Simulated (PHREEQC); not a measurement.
**Alkaline etch or developer: an equilibrium model**

Dissolve 0.006 mol NH3, 0.00078 mol K2SiO3 and 0.11 mol K3PO4 per kg of water at 25 °C. Closed to the air; pH follows from the charge balance.

All values are PHREEQC results (ion-association model, phreeqc.dat), not measurements.

| Quantity | Result |
|---|---|
| pH | 12.04 |
| ionic strength | 0.623 mol/kgw |
| activity of water | 0.992 |
| specific conductance | 26100 µS/cm |
| density | 1.019 g/cm³ |
| total alkalinity | 228 meq/kg |

```csv
species,molality,activity,log γ
K+,0.330,0.207,-0.202
PO4-3,0.0926,0.00154,-1.779
OH-,0.0181,0.0111,-0.211
HPO4-2,0.0155,0.00309,-0.701
NH3,0.00598,0.00690,0.062
KHPO4-,0.00184,0.00125,-0.168
H3SiO4-,0.000636,0.000403,-0.198
H2SiO4-2,0.000142,3.03e-5,-0.671
NH4+,1.92e-5,1.10e-5,-0.244
H4SiO4,2.14e-6,2.47e-6,0.062
H2PO4-,6.63e-8,4.51e-8,-0.168
```

This is a speciation only: nothing precipitates in the calculation. Species that the database lacks are ignored.
